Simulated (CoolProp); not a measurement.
CHF3 (R23) along the isobar 8.01 MPa: Z from the reference equation and from simpler models built on Tc = 299.3 K, pc = 4.832 MPa, ω = 0.263; each cubic takes its own stable root.

Computed with CoolProp (reference Helmholtz-energy equation of state, Penoncello 2003).

| T (K) | phase | reference | van der Waals | Redlich-Kwong | Soave-Redlich-Kwong | Peng-Robinson |
|---|---|---|---|---|---|---|
| 137.1 | liquid | (withheld) | 0.5301 | 0.3599 | 0.3542 | 0.3157 |
| 166.5 | liquid | 0.2613 | 0.4571 | 0.3133 | 0.3061 | (withheld) |
| 195.8 | liquid | 0.2379 | 0.4100 | 0.2853 | 0.2768 | 0.2456 |
| 225.2 | liquid | 0.2241 | 0.3801 | 0.2705 | 0.2612 | 0.2313 |
| 254.6 | liquid | 0.2193 | 0.3644 | 0.2683 | 0.2590 | (withheld) |
| 284 | liquid | 0.2281 | 0.3643 | 0.2843 | 0.2779 | 0.2479 |
| 313.4 | supercritical | 0.2888 | 0.3922 | 0.3486 | 0.3670 | 0.3370 |
| 342.8 | supercritical | 0.5613 | 0.5012 | 0.5466 | 0.6136 | 0.5801 |
| 372.2 | supercritical | 0.7136 | 0.6484 | 0.6913 | 0.7559 | (withheld) |
| 401.6 | supercritical | 0.7995 | 0.7384 | (withheld) | 0.8382 | (withheld) |

Problem. Fill in the missing entries.

Solution. 
- 137.1, reference: 0.2984
- 166.5, Peng-Robinson: 0.2721
- 254.6, Peng-Robinson: 0.2295
- 372.2, Peng-Robinson: 0.7216
- 401.6, Redlich-Kwong: 0.7750
- 401.6, Peng-Robinson: 0.8054
